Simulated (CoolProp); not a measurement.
Vapour pressure (MPa) of C2F6 (R116): the reference equation beside estimates from Tc = 293.0 K, pc = 3.048 MPa, ω = 0.257. Clausius-Clapeyron is anchored at 208.2 K with a constant enthalpy of vaporisation of 15.32 kJ/mol.

Values from CoolProp's reference Helmholtz-energy equation of state, Lemmon 2006. It is a short technical equation, of lower accuracy than the large ones.

```json
[
 {"T (K)": "190.8", "reference": "0.08012", "Lee-Kesler": "0.07946", "Clausius-Clapeyron": "0.08706", "van der Waals": "0.4179", "Soave-Redlich-Kwong": "0.07961"},
 {"T (K)": "196.6", "reference": "0.1100", "Lee-Kesler": "0.1095", "Clausius-Clapeyron": "0.1158", "van der Waals": "0.4903", "Soave-Redlich-Kwong": "0.1095"},
 {"T (K)": "202.4", "reference": "0.1479", "Lee-Kesler": "0.1477", "Clausius-Clapeyron": "0.1514", "van der Waals": "0.5705", "Soave-Redlich-Kwong": "0.1476"},
 {"T (K)": "208.2", "reference": "0.1952", "Lee-Kesler": "0.1954", "Clausius-Clapeyron": "0.1952", "van der Waals": "0.6589", "Soave-Redlich-Kwong": "0.1953"},
 {"T (K)": "214", "reference": "0.2532", "Lee-Kesler": "0.2540", "Clausius-Clapeyron": "0.2481", "van der Waals": "0.7557", "Soave-Redlich-Kwong": "0.2539"},
 {"T (K)": "219.7", "reference": "0.3221", "Lee-Kesler": "0.3235", "Clausius-Clapeyron": "0.3102", "van der Waals": "0.8595", "Soave-Redlich-Kwong": "0.3237"},
 {"T (K)": "225.5", "reference": "0.4060", "Lee-Kesler": "0.4080", "Clausius-Clapeyron": "0.3848", "van der Waals": "0.9740", "Soave-Redlich-Kwong": "0.4088"},
 {"T (K)": "231.3", "reference": "0.5052", "Lee-Kesler": "0.5079", "Clausius-Clapeyron": "0.4724", "van der Waals": "1.098", "Soave-Redlich-Kwong": "0.5098"},
 {"T (K)": "237.1", "reference": "0.6214", "Lee-Kesler": "0.6247", "Clausius-Clapeyron": "0.5740", "van der Waals": "1.231", "Soave-Redlich-Kwong": "0.6283"},
 {"T (K)": "242.9", "reference": "0.7565", "Lee-Kesler": "0.7602", "Clausius-Clapeyron": "0.6911", "van der Waals": "1.374", "Soave-Redlich-Kwong": "0.7661"},
 {"T (K)": "248.7", "reference": "0.9123", "Lee-Kesler": "0.9162", "Clausius-Clapeyron": "0.8248", "van der Waals": "1.527", "Soave-Redlich-Kwong": "0.9252"},
 {"T (K)": "254.5", "reference": "1.091", "Lee-Kesler": "1.095", "Clausius-Clapeyron": "0.9766", "van der Waals": "1.691", "Soave-Redlich-Kwong": "1.107"},
 {"T (K)": "260.3", "reference": "1.294", "Lee-Kesler": "1.298", "Clausius-Clapeyron": "1.148", "van der Waals": "1.864", "Soave-Redlich-Kwong": "1.314"}
]
```

Absolute difference from the reference over all 13 rows, mean and median: Lee-Kesler 0.4 and 0.4 %, Clausius-Clapeyron 6.3 and 6.5 %, van der Waals 173.8 and 139.9 %, Soave-Redlich-Kwong 0.8 and 0.7 %.
